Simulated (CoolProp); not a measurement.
n-perfluorobutane along the isobar 2.63 MPa: density (kg/m³) from the reference equation and from simpler models built on Tc = 113.2 °C, pc = 2.322 MPa, ω = 0.372; each cubic takes its own stable root.

Model: reference Helmholtz-energy equation of state, Gao 2022, in CoolProp.

```json
[
 {"T (°C)": "26.75", "phase": "liquid", "reference": "1507", "Soave-Redlich-Kwong": "1423", "Peng-Robinson": "1609"},
 {"T (°C)": "43.45", "phase": "liquid", "reference": "1442", "Soave-Redlich-Kwong": "1349", "Peng-Robinson": "1525"},
 {"T (°C)": "60.15", "phase": "liquid", "reference": "…", "Soave-Redlich-Kwong": "…", "Peng-Robinson": "1427"},
 {"T (°C)": "76.75", "phase": "liquid", "reference": "1285", "Soave-Redlich-Kwong": "1159", "Peng-Robinson": "1308"},
 {"T (°C)": "93.45", "phase": "liquid", "reference": "1176", "Soave-Redlich-Kwong": "1025", "Peng-Robinson": "1152"},
 {"T (°C)": "110.15", "phase": "liquid", "reference": "997.0", "Soave-Redlich-Kwong": "823.0", "Peng-Robinson": "913.1"},
 {"T (°C)": "126.85", "phase": "supercritical", "reference": "…", "Soave-Redlich-Kwong": "372.0", "Peng-Robinson": "394.3"},
 {"T (°C)": "143.45", "phase": "supercritical", "reference": "287.3", "Soave-Redlich-Kwong": "281.7", "Peng-Robinson": "295.6"},
 {"T (°C)": "160.15", "phase": "supercritical", "reference": "245.6", "Soave-Redlich-Kwong": "242.0", "Peng-Robinson": "252.5"},
 {"T (°C)": "176.85", "phase": "supercritical", "reference": "219.6", "Soave-Redlich-Kwong": "216.8", "Peng-Robinson": "225.3"}
]
```

Problem. Fill in the missing entries.

Solution. 
- 60.15, reference: 1370
- 60.15, Soave-Redlich-Kwong: 1262
- 126.85, reference: 388.4
